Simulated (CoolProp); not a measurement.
Properties of water along the isotherm 354.9 K (Tc = 647.1 K, pc = 22.06 MPa, ω = 0.344).

The numbers come from the reference Helmholtz-energy equation of state, Wagner 2002 in CoolProp.

```csv
p (MPa),phase,cv (kJ/(kg K)),isothermal compressibility (1/MPa)
2.36,liquid,3.859,0.0004603
4.73,liquid,3.855,0.0004570
7.09,liquid,3.851,0.0004538
9.46,liquid,3.847,0.0004506
11.8,liquid,3.842,0.0004475
14.2,liquid,3.838,0.0004443
16.5,liquid,3.834,0.0004414
18.9,liquid,3.830,0.0004383
21.3,liquid,3.826,0.0004353
23.6,liquid,3.822,0.0004325
26,liquid,3.818,0.0004296
28.4,liquid,3.814,0.0004267
30.7,liquid,3.810,0.0004240
33.1,liquid,3.806,0.0004212
```
